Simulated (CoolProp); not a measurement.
Computed with CoolProp (reference Helmholtz-energy equation of state, Thol 2017).

**Question.** Give the vapour pressure (MPa), liquid cp (kJ/(kg K)), surface tension (mN/m) of saturated octamethyltrisiloxane (MDM) at 116.15 °C.

**Answer.** 
```
T (°C)  p (MPa)  liquid cp (kJ/(kg K))  surface tension (mN/m)
------  -------  ---------------------  ----------------------
116.15   0.0349                   2.01                    8.97
```

Surface tension comes from a separate correlation (Mulero 2014), older than this fluid's equation and unchecked against measurements.
